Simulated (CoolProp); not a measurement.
Model: reference Helmholtz-energy equation of state, Wagner 2002, in CoolProp.

Q: Give the vapour pressure (MPa), vapour density (kg/m³), enthalpy of vaporisation (kJ/kg), liquid cp (kJ/(kg K)) of saturated water at 368.1 K.

A: 
| T (K) | p (MPa) | vapour density (kg/m³) | enthalpy of vaporisation (kJ/kg) | liquid cp (kJ/(kg K)) |
|---|---|---|---|---|
| 368.1 | 0.0845 | 0.504 | 2270 | 4.21 |
